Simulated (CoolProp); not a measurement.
Computed with CoolProp (reference Helmholtz-energy equation of state, de Reuck 1990).

Question: Give the vapour pressure (MPa), liquid density (kg/m³), vapour density (kg/m³), enthalpy of vaporisation (kJ/kg) of saturated fluorine at -166.25, -156.35, -143.25 °C.

Answer: 
| T (°C) | p (MPa) | liquid density (kg/m³) | vapour density (kg/m³) | enthalpy of vaporisation (kJ/kg) |
|---|---|---|---|---|
| -166.25 | 0.719 | 1330 | 35.3 | 149 |
| -156.35 | 1.36 | 1240 | 66.3 | 134 |
| -143.25 | 2.73 | 1090 | 143 | 105 |
